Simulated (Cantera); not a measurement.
A closed system holds: 1 mol CH3OH, 0.14 mol H2O, 0.66 mol H2, at 277 °C and 28.0 mbar.

These are equilibrium values from Cantera (NASA tables, ideal gas, pure condensed phases), not measurements of a reactor. Candidate condensed phases: C, C6H6, C7H8, C8H18, H2O; 110 gas species. Equilibrium is a limit: real reactors are often held back by kinetics, nucleation or transport.

Base state: H2O 0.423, CH4 0.352, H2 0.172, CO2 0.0526, CO 0.000371 (mole fractions); condensed: C(graphite).

Q: What changes in the equilibrium state with this change: temperature from 277 °C to 2400 °C?

A: 
| species | before | after |
|---|---|---|
| H2 | 0.172 | 0.516 |
| CO | 0.000371 | 0.232 |
| H | <1e-9 | 0.220 |
| H2O | 0.423 | 0.0272 |
| CH4 | 0.352 | <1e-9 |
| CO2 | 0.0526 | 0.00183 |
| OH | <1e-9 | 0.00289 |
| O | <1e-9 | 0.000789 |
| O2 | <1e-9 | 1.68e-5 |
| C(graphite), mol | 0.127 | 0 |
